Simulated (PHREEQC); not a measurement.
## Nickel, zinc or cadmium bath (model solution)

Make-up at 25 °C: 0.0021 mol CdCl2, 0.00052 mol KCl and 8.2e-05 mol HCl per kg of water. Closed to the air; pH follows from the charge balance.

Computed with PHREEQC (ion-association model, phreeqc.dat).

No solid was allowed to form.

Task: Estimate the pH.

Result: pH 4.12.

Task: In which forms is Cl present?

Result: Cl- 90 %, CdCl+ 10.0 % of the Cl.

Complexes and solids missing from the database can't appear.
